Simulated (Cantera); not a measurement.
An adiabatic, constant-pressure homogeneous reactor starts with CH₃OH : O₂ : N₂ = 1 : 2.78 : 10.4 (molar parts), at 1600 K and 10.0 bar.

Cantera simulation using GRI-Mech 3.0 (53 species, 325 reactions); the numbers are that mechanism's predictions, not measurements. GRI-Mech 3.0 was tuned for natural gas; its chemistry of methanol as a main component is partial and can be far from experiment.

Q: Predict: time of steepest temperature rise; temperature at 0.800 s; equilibrium temperature; x(O₂) at 0.800 s; x(H₂) at 0.800 s; x(H₂O) at 0.800 s; x(CO₂) at 0.800 s.

A: 
| Item | Value |
|---|---|
| time of steepest temperature rise | 16.7 µs |
| temperature at 0.800 s | 2612 K |
| equilibrium temperature | 2612 K |
| x(O₂) at 0.800 s | 0.0781 (gas-phase equilibrium 0.0781) |
| x(H₂) at 0.800 s | 0.00147 (gas-phase equilibrium 0.00147) |
| x(H₂O) at 0.800 s | 0.129 (gas-phase equilibrium 0.129) |
| x(CO₂) at 0.800 s | 0.0630 (gas-phase equilibrium 0.0630) |
